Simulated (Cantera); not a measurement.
Feed: 1 mol borazine, 0.74 mol H2O, 0.47 mol H2, at 1502 °C and 0.0100 bar.

Method: chemical equilibrium by Gibbs-energy minimisation in Cantera with the NASA 1993 tables (ideal gas, pure condensed phases). The feed counts by its element totals alone. Kinetics and transport are ignored.

| species | before | after |
|---|---|---|
| H2 | 0.830 | 0.978 |
| HBO | 0.0605 | 0.0114 |
| N2 | 0.0661 | 0.00662 |
| B2O3 | 0.0135 | 2.26e-5 |
| B2O2 | 0.0175 | 0.000532 |
| HBO2 | 0.00609 | 6.35e-5 |
| H2O | 0.000193 | 1.25e-5 |
| BO | 0.00352 | 0.000613 |
| BH2 | 5.72e-6 | 2.13e-5 |
| H | 0.00264 | 0.00286 |
| BN(s), mol | 2.36 | 2.26 |
Gas species are given as mole fractions.

### Question
Which change was made?
(A) temperature from 1502 °C to 850 °C
(B) temperature from 1502 °C to 1150 °C
(C) H2 from 0.47 to 51 mol
(D) temperature from 1502 °C to 1250 °C

### Answer
C, H2 from 0.47 to 51 mol. The tables' values for BH2 are old estimates; treat these amounts as uncertain
